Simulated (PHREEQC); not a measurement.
Dissolve 0.16 mmol/kgw CO2 at 25 °C and 100 atm. Closed to the air; pH follows from the charge balance.

Equilibrium calculation in PHREEQC: ion-association model, phreeqc.dat.

The pH comes out as 5.06 and the ionic strength comes out as 8.71e-6 mol/kgw.

```json
[
 {"species": "CO2", "molality": "0.000151", "activity": "0.000151", "log γ": "0.000"},
 {"species": "H+", "molality": "8.71e-6", "activity": "8.68e-6", "log γ": "-0.001"},
 {"species": "HCO3-", "molality": "8.70e-6", "activity": "8.67e-6", "log γ": "-0.001"},
 {"species": "OH-", "molality": "1.28e-9", "activity": "1.27e-9", "log γ": "-0.001"}
]
```

No solid was allowed to form. Species that the database lacks are ignored. Under pressure, the constants of complexes without a molar volume in the database are unreliable.
